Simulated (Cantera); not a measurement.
Input: 1 mol CCl4, 0.8 mol F2, 6.9 mol H2, equilibrated at 3298.15 K and 32.0 mbar.

Cantera equilibrium calculation (NASA polynomials, part measured and part estimated; ideal gas, pure solids and liquids). Candidate condensed phases: C, C6H6, C7H8, C8H18; 118 gas species. The tables' values for CCl are old estimates; treat these amounts as uncertain. Equilibrium is a limit: real reactors are often held back by kinetics, nucleation or transport.

Base state: H 0.555, Cl 0.203, HF 0.0903, H2 0.0746, HCl 0.0408, C3 0.0117, C 0.00849, F 0.00680 (mole fractions); condensed: gas only.

Problem. What changes in the equilibrium state with this change: temperature from 3298.15 K to 3098 K?

Solution. 
```csv
species,before,after
H,0.555,0.446
Cl,0.203,0.186
H2,0.0746,0.142
HCl,0.0408,0.0876
HF,0.0903,0.107
C3,0.0117,0.0124
C4H2,1.59e-5,0.000143
C2H2 (acetylene),0.00169,0.00698
C2HCl,2.80e-5,0.000107
```

Problem. What changes in the equilibrium state with this change: pressure from 32.0 mbar to 1.33 mbar?

Solution. 
| species | before | after |
|---|---|---|
| H | 0.555 | 0.664 |
| Cl | 0.203 | 0.203 |
| F | 0.00680 | 0.0489 |
| H2 | 0.0746 | 0.00445 |
| HF | 0.0903 | 0.0324 |
| HCl | 0.0408 | 0.00203 |
| C3 | 0.0117 | 0.00196 |
| C | 0.00849 | 0.0389 |
| C4H2 | 1.59e-5 | 1.26e-9 |
| C2HCl | 2.80e-5 | 5.09e-8 |

Problem. What changes in the equilibrium state with this change: H2 from 6.9 to 4 mol?

Solution. 
```csv
species,before,after
H,0.555,0.429
Cl,0.203,0.302
HF,0.0903,0.126
F,0.00680,0.0123
H2,0.0746,0.0446
C3,0.0117,0.0188
HCl,0.0408,0.0468
Cl2,5.69e-6,1.25e-5
C5,8.10e-5,0.000178
```
